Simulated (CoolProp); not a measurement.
Vapour-liquid equilibrium of ethane (1) + CHF3 (R23) (2) at -23.65 °C; x and y are mole fractions of (1).

Values from CoolProp's multi-fluid Helmholtz-energy mixture model, Bücker 2006 and Penoncello 2003; pair parameters Bell 2016.

Give the bubble pressure and the first vapour's composition at x = 0.05, 0.35, 0.8. Is there an azeotrope?

x = 0.05: 14.44 bar, y = 0.148; x = 0.35: 18.94 bar, y = 0.438; x = 0.8: 17.69 bar, y = 0.663. y crosses x between x = 0.5 and 0.575: the model has an azeotrope there.

Pair parameters are fitted to limited data, so mixtures are less certain than the pure fluids. With so large a gap from Raoult's law the liquid may split in two, which this calculation doesn't test in full.
